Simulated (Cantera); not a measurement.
Input (Python, Cantera):

```python
import numpy as np
import cantera as ct

gas = ct.Solution("gri30.yaml")
gas.TPX = 2100, 29000, {'CH4': 1, 'H2O': 1.5}
reactor = ct.IdealGasConstPressureReactor(gas, energy="off", clone=False)
net = ct.ReactorNet([reactor])
net.rtol, net.atol = 1e-08, 1e-18
show = ['CH4', 'H2O', 'CO2', 'H2', 'CH2O', 'H', 'C2H']
times = np.geomspace(2e-05, 30, 13)

steps = ct.SolutionArray(gas, extra=["t"])
rows = []
print(f"{'t/s':>10s}{'T/K':>9s}{'P/Pa':>11s}" + "".join(f"{s:>11s}" for s in show))
for t in times:
    while net.time < t:
        t_next = net.step()
        steps.append(gas.state, t=t_next)
    rows.append([np.interp(t, steps.t, y) for y in (steps.T, steps.P, *steps(*show).X.T)])
    print(f"{t:10.3e}{rows[-1][0]:9.1f}{rows[-1][1]:11.4g}" + "".join(f"{x:11.3e}" for x in rows[-1][2:]))
rate = np.gradient(steps.T, steps.t)
print("integrator steps:", len(steps.t))
if steps.T.max() > steps.T[0] + 200:
    print(f"time of steepest temperature rise: {steps.t[rate.argmax()]:.4e} s")
gas.TPX = 2100, 29000, {'CH4': 1, 'H2O': 1.5}
gas.equilibrate("TP")
print(f"equilibrium (TP): T = {gas.T:.1f} K  " + "  ".join(f"{s} {gas[s].X[0]:.3e}" for s in show))
```

It prints:

```
       t/s      T/K       P/Pa        CH4        H2O        CO2         H2       CH2O          H        C2H
 2.000e-05   2100.0    2.9e+04  3.620e-01  5.898e-01  4.837e-08  2.223e-02  1.497e-04  2.971e-04  5.416e-08
 6.542e-05   2100.0    2.9e+04  2.083e-01  5.278e-01  1.944e-05  1.757e-01  3.253e-04  1.460e-03  6.407e-06
 2.140e-04   2100.0    2.9e+04  7.062e-02  4.431e-01  3.546e-04  3.561e-01  9.716e-05  2.468e-03  1.806e-05
 6.999e-04   2100.0    2.9e+04  2.159e-02  3.869e-01  2.525e-03  4.391e-01  3.263e-05  3.343e-03  2.173e-05
 2.289e-03   2100.0    2.9e+04  1.180e-02  3.077e-01  7.952e-03  5.077e-01  1.405e-05  3.889e-03  1.665e-05
 7.489e-03   2100.0    2.9e+04  7.776e-03  2.072e-01  9.892e-03  5.868e-01  5.061e-06  4.164e-03  7.847e-06
 2.449e-02   2100.0    2.9e+04  3.187e-03  1.303e-01  7.968e-03  6.476e-01  1.160e-06  4.431e-03  1.836e-06
 8.012e-02   2100.0    2.9e+04  1.993e-04  1.046e-01  6.798e-03  6.690e-01  7.308e-08  4.624e-03  3.158e-08
 2.621e-01   2100.0    2.9e+04  1.178e-09  1.040e-01  6.764e-03  6.695e-01  1.686e-08  4.769e-03  2.074e-15
 8.572e-01   2100.0    2.9e+04  1.153e-09  1.040e-01  6.764e-03  6.695e-01  1.686e-08  4.769e-03  1.532e-16
 2.804e+00   2100.0    2.9e+04  1.153e-09  1.040e-01  6.764e-03  6.695e-01  1.686e-08  4.769e-03  1.532e-16
 9.172e+00   2100.0    2.9e+04  1.153e-09  1.040e-01  6.764e-03  6.695e-01  1.686e-08  4.769e-03  1.532e-16
 3.000e+01   2100.0    2.9e+04  1.153e-09  1.040e-01  6.764e-03  6.695e-01  1.686e-08  4.769e-03  1.532e-16
integrator steps: 1605
equilibrium (TP): T = 2100.0 K  CH4 1.359e-09  H2O 1.040e-01  CO2 6.764e-03  H2 6.695e-01  CH2O 1.686e-08  H 4.769e-03  C2H 1.801e-16
```

Model: GRI-Mech 3.0 (53 species, 325 reactions), integrated in Cantera.
